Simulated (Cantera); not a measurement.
Input: 1 mol BaF2, 1.4 mol H2O, 0.86 mol H2, at 1500 °C and 10000 Pa.

Method: chemical equilibrium by Gibbs-energy minimisation in Cantera with the NASA 1993 tables (ideal gas, pure condensed phases). Candidate condensed phases: Ba, BaF2, BaO, Ba(OH)2, H2O; 27 gas species. Mutual solubility and eutectic melting of coexisting phases are not modelled. Kinetics and transport are ignored.

Base state: H2O 0.584, H2 0.368, HF 0.0225, BaF2 0.0199, Ba(OH)2 0.00416, H 0.000546, BaF 0.000401, BaOH 0.000107 (mole fractions); condensed: BaF2(l) + BaO(s).

Problem. What changes in the equilibrium state with this change: pressure from 10000 Pa to 490 Pa?

Solution. 
| species | before | after |
|---|---|---|
| H2O | 0.584 | 0.394 |
| BaF2 | 0.0199 | 0.268 |
| H2 | 0.368 | 0.258 |
| HF | 0.0225 | 0.0678 |
| BaF | 0.000401 | 0.00678 |
| H | 0.000546 | 0.00206 |
| BaF2(l), mol | 0.927 | 0 |
| BaO(s), mol | 0.0158 | 0.0893 |

Problem. What changes in the equilibrium state with this change: 0.32 mol HF added?

Solution. 
| species | before | after |
|---|---|---|
| H2O | 0.584 | 0.531 |
| H2 | 0.368 | 0.326 |
| HF | 0.0225 | 0.122 |
| BaF2 | 0.0199 | 0.0199 |
| Ba(OH)2 | 0.00416 | 0.000117 |
| BaOH | 0.000107 | 3.12e-6 |
| BaF2(l), mol | 0.927 | 0.947 |
| BaO(s), mol | 0.0158 | 0 |
